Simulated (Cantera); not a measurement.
Feed: 1 mol Pb, 1.9 mol CO, 0.36 mol H2, at 1330 Pa.

Cantera equilibrium calculation (NASA polynomials, part measured and part estimated; ideal gas, pure solids and liquids). Candidate condensed phases: C, C6H6, C7H8, C8H18, H2O, Pb, PbO, PbO2, Pb3O4; 113 gas species. Rates play no part.

Problem. At 1075 °C, list the 4 most abundant gas species with their mole fractions, and the condensed phases.

Solution. CO 0.583, Pb 0.307, H2 0.110, Pb2 3.72e-5. Condensed: gas only.
